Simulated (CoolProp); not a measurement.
Vapour-liquid equilibrium of n-perfluorobutane (1) + R365MFC (2) at 325.8 K; x and y are mole fractions of (1).

Values from CoolProp's multi-fluid Helmholtz-energy mixture model, Gao 2022 and Lemmon 2016; pair parameters Bell 2016.

| x | bubble pressure, mixture model (bar) | bubble pressure, Raoult's law (bar) | y, mixture model | y, Raoult's law |
|---|---|---|---|---|
| 0.05 | 2.400 | 1.774 | … | 0.168 |
| 0.125 | 3.300 | 2.105 | … | 0.354 |
| 0.2 | 3.894 | 2.435 | 0.632 | 0.489 |
| 0.275 | 4.298 | 2.765 | … | 0.593 |
| 0.35 | 4.588 | 3.096 | 0.708 | 0.674 |
| 0.425 | 4.815 | 3.426 | 0.733 | 0.739 |
| 0.5 | … | 3.756 | 0.755 | 0.793 |
| 0.575 | 5.184 | 4.087 | … | 0.838 |
| 0.65 | 5.352 | 4.417 | 0.802 | 0.877 |
| 0.725 | 5.513 | 4.747 | … | 0.910 |
| 0.8 | 5.666 | 5.078 | 0.865 | 0.939 |
| 0.875 | 5.803 | 5.408 | 0.906 | 0.964 |
| 0.95 | 5.911 | 5.739 | 0.958 | 0.986 |

### Question
Complete the blanks.

### Answer

- 0.05, y, mixture model: 0.363
- 0.125, y, mixture model: 0.551
- 0.275, y, mixture model: 0.677
- 0.5, bubble pressure, mixture model (bar): 5.008
- 0.575, y, mixture model: 0.777
- 0.725, y, mixture model: 0.831

The largest gap from Raoult's law is +59.9 % in bubble pressure, at x = 0.2. No azeotrope shows between x = 0.05 and 0.95.

Pair parameters are fitted to limited data, so mixtures are less certain than the pure fluids. With so large a gap from Raoult's law the liquid may split in two, which this calculation doesn't test in full.
